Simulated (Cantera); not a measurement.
A perfectly stirred reactor is fed with C2H6 : N2 = 1 : 1.1 (molar parts), at 0.000470 bar; it is held at 1798 K, and followed from long to short residence time.

Detailed kinetics in Cantera: GRI-Mech 3.0 (53 species, 325 reactions). GRI-Mech 3.0 stops at C3 and has no aromatics, soot or wall deposition, so with more carbon than oxygen in the feed, carbon stays in small species such as C2H2 where larger ones or solid carbon would form. Radical loss at walls, strong at low pressure, is not modelled.

Problem. What does this change do: C2H6 1 to 1.6 parts?

Solution. 
```tsv
quantity	before	after
x(C2H6) at τ = 20.0 s	3.43e-5	3.63e-5
x(CH3) at τ = 20.0 s	0.00219	0.00237
x(C2H) at τ = 20.0 s	1.45e-5	1.57e-5
x(HCN) at τ = 20.0 s	8.43e-5	5.66e-5
x(CH2) at τ = 20.0 s	1.14e-5	1.14e-5
x(C2H6) at τ = 46.0 ms	0.0133	0.0143
x(CH3) at τ = 46.0 ms	0.0491	0.0540
x(C2H) at τ = 46.0 ms	2.08e-5	2.28e-5
x(HCN) at τ = 46.0 ms	2.91e-6	1.88e-6
x(CH2) at τ = 46.0 ms	0.000104	9.92e-5
```
